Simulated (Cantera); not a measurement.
Ti(OiPr)4 + O2 + H2 + H2O (titanium nitride, carbide and oxide coatings)

Charge: 1 mol Ti(OiPr)4, 4.1 mol O2, 18 mol H2, 1.4 mol H2O, held at 2.00 mbar.

Method: chemical equilibrium by Gibbs-energy minimisation in Cantera with the NASA 1993 tables (ideal gas, pure condensed phases). Candidate condensed phases: C, C6H6, C7H8, C8H18, H2O, Ti, TiC, TiO, TiO2, Ti2O3, Ti3O5, Ti4O7; 113 gas species. The feed counts by its element totals alone. Mutual solubility and eutectic melting of coexisting phases are not modelled. Equilibrium is a limit: real reactors are often held back by kinetics, nucleation or transport.

| T (K) | x H2 | x CO | x H | x H2O | x TiO | n Ti2O3(s) | n Ti3O5(s) |
|---|---|---|---|---|---|---|---|
| 1775 | 0.730 | 0.263 | 0.00553 | 0.00106 | 1.16e-6 | 0.359 | 0.0942 |
| 1800 | 0.729 | 0.263 | 0.00683 | 0.00118 | 2.02e-6 | 0.376 | 0.0826 |
| 1825 | 0.727 | 0.263 | 0.00840 | 0.00130 | 3.48e-6 | 0.395 | 0.0701 |
| 1850 | 0.725 | 0.263 | 0.0103 | 0.00144 | 5.90e-6 | 0.414 | 0.0569 |
| 1875 | 0.723 | 0.263 | 0.0125 | 0.00158 | 9.86e-6 | 0.435 | 0.0429 |
| 1900 | 0.721 | 0.262 | 0.0151 | 0.00173 | 1.63e-5 | 0.457 | 0.0282 |
| 1925 | 0.718 | 0.262 | 0.0181 | 0.00189 | 2.65e-5 | 0.480 | 0.0128 |
| 1950 | 0.715 | 0.261 | 0.0217 | 0.00202 | 4.28e-5 | 0.499 | 0 |
| 1975 | 0.711 | 0.261 | 0.0258 | 0.00203 | 7.06e-5 | 0.498 | 0 |
| 2000 | 0.707 | 0.260 | 0.0306 | 0.00204 | 0.000115 | 0.497 | 0 |
| 2025 | 0.702 | 0.259 | 0.0361 | 0.00206 | 0.000183 | 0.495 | 0 |
| 2050 | 0.697 | 0.258 | 0.0423 | 0.00210 | 0.000289 | 0.492 | 0 |
| 2075 | 0.690 | 0.257 | 0.0495 | 0.00215 | 0.000447 | 0.488 | 0 |
x: gas mole fraction; n: condensed amount in mol.

From 1775 K to 1925 K the condensed part is Ti2O3(s) + Ti3O5(s). From 1950 K to 2075 K the condensed part is Ti2O3(s). The main Ti-bearing gas is TiO throughout.
